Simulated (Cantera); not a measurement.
A jet of CH4 : O2 : N2 = 0.062 : 0.05 : 0.79 (molar parts) at 300 K and 0.0270 bar hits a platinum plate 2.2 cm away at a mass flux of 0.063 kg/m²/s; the plate temperature is set and raised in steps from an oxygen-covered start.

Computed with Cantera and Deutschmann's 1995 Pt surface mechanism with GRI-Mech 3.0 gas chemistry. Catalytic surfaces can have several steady states; this one follows from the mechanism file's or the stated starting coverage.

x: mole fraction at the wall; θ: surface coverage.

```csv
plate T (K),wall x CH4,wall x O2,wall x H2O,wall x OH,wall x CO,wall x CO2,θ free Pt,θ H*,θ CO*,θ C*
850,0.0418,0.0143,0.0468,<1e-8,0.0282,2.96e-5,0.449,___,0.145,0.405
900,0.0382,0.0128,0.0460,<1e-8,0.0319,2.26e-5,0.501,___,0.0735,0.425
950,0.0323,0.0103,0.0446,<1e-8,0.0380,2.85e-5,0.591,___,0.0490,0.358
1000,0.0251,0.00770,0.0423,<1e-8,0.0454,5.32e-5,0.724,0.00152,0.0386,0.236
1050,0.0197,0.00598,0.0400,<1e-8,0.0509,0.000123,0.860,0.00155,0.0290,0.109
```

Question: What belongs in the gaps?

Answer: 
- 850, θ H*: 0.000702
- 900, θ H*: 0.00106
- 950, θ H*: 0.00133
